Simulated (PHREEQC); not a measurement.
## Leach liquor: speciation

Consider water at 45 °C with 0.011 mol H2SO4 and 0.27 mol LiCl per kg of water. Closed to the air; pH follows from the charge balance.

Model: ion-association model, phreeqc.dat, run in PHREEQC.

Each row changes one thing in this solution. This is a speciation only: nothing precipitates in the calculation.

| case | pH | ionic strength (mol/kgw) | SO4-2 (mol/kgw) | HSO4- (mol/kgw) |
|---|---|---|---|---|
| as made | 1.85 | 0.292 | 0.00544 | 0.00396 |
| LiCl replaced by NaCl at the same molality | 1.85 | … | … | … |
| H2SO4 from 0.011 to 0.11 mol/kgw | 0.99 | 0.417 | 0.0187 | 0.0865 |
| diluted 2-fold with water | 2.12 | 0.147 | 0.00328 | 0.00161 |
| LiCl from 0.27 to 0.54 mol/kgw | 1.85 | … | 0.00544 | 0.00308 |
| 0.21 mol/kgw HCl added | 0.77 | 0.494 | 0.00132 | 0.00937 |

### Question
What belongs in the gaps?

### Answer

- LiCl replaced by NaCl at the same molality, ionic strength (mol/kgw): 0.291
- LiCl replaced by NaCl at the same molality, SO4-2 (mol/kgw): 0.00522
- LiCl replaced by NaCl at the same molality, HSO4- (mol/kgw): 0.00384
- LiCl from 0.27 to 0.54 mol/kgw, ionic strength (mol/kgw): 0.562

Species that the database lacks are ignored. Away from 25 °C the constants follow the database's enthalpies or fits; those with neither stay at their 25 °C values.
